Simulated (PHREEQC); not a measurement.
Model water analysis in mg/L, 25 °C, pH 2.02, pe 8.6:

```csv
constituent,mg/L
Na,49.3
K,0.241
Ca,65.7
Mg,22.6
Cl,6.59
S(6) as SO4,1490
Fe(3),1.52
Li,0.0365
B,0.02
Al,48.4
```

Valence states are taken as typed.

Equilibrium calculation in PHREEQC: ion-association model, wateq4f.dat.

| quantity | before | after |
|---|---|---|
| ionic strength (mol/kgw) | 0.0309 | 0.0279 |
| SO4-2 (mol/kgw) | 0.00819 | 0.00631 |
| HSO4- (mol/kgw) | 0.00471 | 0.00656 |
| AlSO4+ (mol/kgw) | 0.00133 | 0.00136 |
| Ca+2 (mol/kgw) | 0.00111 | 0.00111 |
| Mg+2 (mol/kgw) | 0.000603 | 0.000531 |
| SI of Goethite (FeOOH) | +0.66 | +1.37 |
| SI of Gypsum (CaSO4:2H2O) | -1.01 | -1.09 |

**Question.** What was changed between the two runs?
(A) Cl from 6.59 to 13.2 mg/L
(B) all concentrations times 4 at the same typed pH
(C) Mg from 22.6 to 45.2 mg/L
(D) temperature from 25 to 50 °C at the same typed pH

**Answer.** D, temperature from 25 to 50 °C at the same typed pH

This is a speciation only: nothing precipitates in the calculation. Some of these states are supersaturated (in Hematite (slow to form), Goethite (slow to form), for instance). At this temperature some constants are extrapolated from 25 °C, and those without enthalpy data are left unchanged.
